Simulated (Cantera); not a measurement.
A closed system holds: 1 mol Si, 16 mol HCl, 28 mol H₂, at 0.133 bar.

Method: chemical equilibrium by Gibbs-energy minimisation in Cantera with the NASA 1993 tables (ideal gas, pure condensed phases). Candidate condensed phases: Si; 19 gas species. The tables' values for SiCl₃ are old estimates; treat these amounts as uncertain. Rates play no part. All values below are at 952 °C.

Base state: H₂ 0.695, HCl 0.282, SiCl₄ 0.0204, SiHCl₃ 0.00157, SiCl₃ 0.000941, SiCl₂ 0.000344, SiH₂Cl₂ 1.61e-5 (mole fractions); condensed: gas only.

What changes in the equilibrium state with this change: pressure from 0.133 bar to 0.0133 bar?


```
species    before    after
-------  --------  -------
H₂          0.695    0.690
HCl         0.282    0.287
SiCl₄      0.0204   0.0168
SiCl₂    0.000344  0.00271
SiCl₃    0.000941  0.00240
SiH₂Cl₂   1.61e-5  1.26e-5
SiHCl₃    0.00157  0.00126
```
